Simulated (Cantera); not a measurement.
An isothermal, constant-pressure homogeneous reactor starts with 1.28 % CH₄, 98.7 % H₂, at 1700 K and 1330 Pa.

Cantera simulation using GRI-Mech 3.0 (53 species, 325 reactions); the numbers are that mechanism's predictions, not measurements. GRI-Mech 3.0 stops at C3 and has no aromatics, soot or wall deposition, so with more carbon than oxygen in the feed, carbon stays in small species such as C2H2 where larger ones or solid carbon would form. Radical loss at walls, strong at low pressure, is not modelled.

**Question.** Predict: x(CH₄) at 1.00 s; x(H₂) at 1.00 s; x(H) at 1.00 s; x(C₂H₄) at 1.00 s; x(CH₃) at 1.00 s; x(C₂H₂) at 1.00 s; x(C₂H₆) at 1.00 s.

**Answer.** x(CH₄) at 1.00 s: 0.00834 (gas-phase equilibrium 0.000132)
x(H₂) at 1.00 s: 0.988 (gas-phase equilibrium 0.992)
x(H) at 1.00 s: 0.00115 (gas-phase equilibrium 0.00128)
x(C₂H₄) at 1.00 s: 8.81e-6 (gas-phase equilibrium 4.00e-6)
x(CH₃) at 1.00 s: 0.000196 (gas-phase equilibrium 3.46e-6)
x(C₂H₂) at 1.00 s: 0.00211 (gas-phase equilibrium 0.00626)
x(C₂H₆) at 1.00 s: 2.55e-7 (gas-phase equilibrium 1.20e-10)
